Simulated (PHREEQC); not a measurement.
Consider water at 63 °C with 0.0017 mol/kgw HF and 0.027 mol/kgw Na2HPO4. Closed to the air; pH follows from the charge balance.

The numbers come from PHREEQC with the ion-association model, wateq4f.dat.

```json
[
 {"quantity": "pH", "before": "7.96", "after": "7.12"},
 {"quantity": "ionic strength (mol/kgw)", "before": "0.0774", "after": "0.0271"},
 {"quantity": "NaF (mol/kgw)", "before": "3.01e-5", "after": "7.74e-6"},
 {"quantity": "HF (mol/kgw)", "before": "4.30e-8", "after": "1.38e-7"}
]
```

Q: What was changed between the two runs?
A. Na2HPO4 replaced by Na2SeO3 at the same molality
B. Na2HPO4 replaced by NaAlO2 at the same molality
C. HF from 0.0017 to 0.00085 mol/kgw
D. HF from 0.0017 to 0.00034 mol/kgw
E. Na2HPO4 from 0.027 to 0.135 mol/kgw

A: B, Na2HPO4 replaced by NaAlO2 at the same molality

Precipitation was switched off in this run. Some of these states are supersaturated (in Al(OH)3(a), Boehmite (slow to form), for instance). H3PO4, which wateq4f.dat lacks, is added to it with the constant of phreeqc.dat. At this temperature some constants are extrapolated from 25 °C, and those without enthalpy data are left unchanged.
